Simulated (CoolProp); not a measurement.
Model: reference Helmholtz-energy equation of state, Lemmon 2006, in CoolProp. It is a short technical equation, of lower accuracy than the large ones.

Give the vapour pressure (MPa), liquid density (kg/m³), liquid viscosity (µPa s) of saturated n-decane at 304.6, 318.6 K.


```
T (K)   p (MPa)  liquid density (kg/m³)  liquid viscosity (µPa s)
-----  --------  ----------------------  ------------------------
304.6  0.000282                     721                       773
318.6  0.000676                     711                       644
```

Viscosity comes from a separate model (Huber 2004).
